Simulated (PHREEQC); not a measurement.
0.017 g of hydrous ferric oxide (600 m²/g; 0.2 weak and 0.005 strong sites per Fe, Dzombak-Morel constants, diffuse double layer) in 1 kg of water with 0.01 mol/kgw of an inert sodium salt and 0.0021 mmol/kgw NiCl2 and 0.00022 mmol/kgw PbCl2, at 25 °C; the pH is set by adding NaOH or the inert anion's acid. Oxygen alone is held at its pressure in air (log pO2 = -0.68). CO2 from the air is kept out. Nothing may precipitate in this run.

Base run: PHREEQC, ion-association model, wateq4f.dat. Each further column changes one thing. The table gives Ni sorbed (%).

| pH | base | no electrostatic term (-no_edl) | background salt from 0.01 to 0.001 mol/kgw | oxide from 0.017 to 0.085 g/kgw | 6.4e-06 mol/kgw Na2SO4 added |
|---|---|---|---|---|---|
| 3 | 0.0 | 0.0 | 0.0 | 0.0 | 0.0 |
| 4.33 | 0.0 | 0.0 | 0.0 | 0.0 | 0.0 |
| 5 | 0.0 | 0.1 | 0.0 | 0.1 | 0.0 |
| 6.33 | 4.2 | 14.4 | 4.2 | … | … |
| 7.67 | 65.1 | … | … | 98.4 | 65.1 |
| 9 | 99.7 | … | 99.8 | 100.0 | 99.7 |
| 9.67 | 100.0 | 96.6 | 100.0 | 100.0 | 100.0 |
| 11 | 99.9 | … | 100.0 | 100.0 | 99.9 |

Complete the blanks.


- 6.33, oxide from 0.017 to 0.085 g/kgw: 21.4
- 6.33, 6.4e-06 mol/kgw Na2SO4 added: 4.7
- 7.67, no electrostatic term (-no_edl): 80.9
- 7.67, background salt from 0.01 to 0.001 mol/kgw: 68.6
- 9, no electrostatic term (-no_edl): 97.9
- 11, no electrostatic term (-no_edl): 24.6

The oxide is taken as insoluble; below pH 4 it would dissolve. In at least one series the solution becomes supersaturated in solids that the run did not let form, among them Ni(OH)2.
